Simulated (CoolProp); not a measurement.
Ammonia along the isotherm 291.1 K: Z from the reference equation and from simpler models built on Tc = 405.6 K, pc = 11.36 MPa, ω = 0.256; each cubic takes its own stable root.

The numbers come from the reference Helmholtz-energy equation of state, Gao 2020 in CoolProp.

```tsv
p (MPa)	phase	reference	van der Waals	Redlich-Kwong	Soave-Redlich-Kwong
2.58	liquid	0.02952	0.8250	0.03885	0.03728
5.17	liquid	0.05895	…	0.07737	…
7.75	liquid	0.08806	0.1656	0.1153	…
10.3	liquid	0.1167	0.2181	0.1524	0.1470
12.9	liquid	0.1456	0.2708	0.1899	0.1834
15.5	liquid	0.1744	0.3229	0.2271	0.2195
18.1	liquid	0.2031	0.3745	0.2639	0.2554
20.7	liquid	0.2315	0.4255	0.3005	0.2911
23.2	liquid	…	…	0.3353	…
25.8	liquid	0.2870	0.5241	0.3714	…
28.4	liquid	0.3150	0.5738	0.4071	0.3955
```

Problem. Fill in the missing entries.

Solution. 
- 5.17, van der Waals: 0.1116
- 5.17, Soave-Redlich-Kwong: 0.07437
- 7.75, Soave-Redlich-Kwong: 0.1110
- 23.2, reference: 0.2588
- 23.2, van der Waals: 0.4740
- 23.2, Soave-Redlich-Kwong: 0.3252
- 25.8, Soave-Redlich-Kwong: 0.3605

At some of these states van der Waals gives the other phase, because its saturation line lies elsewhere.
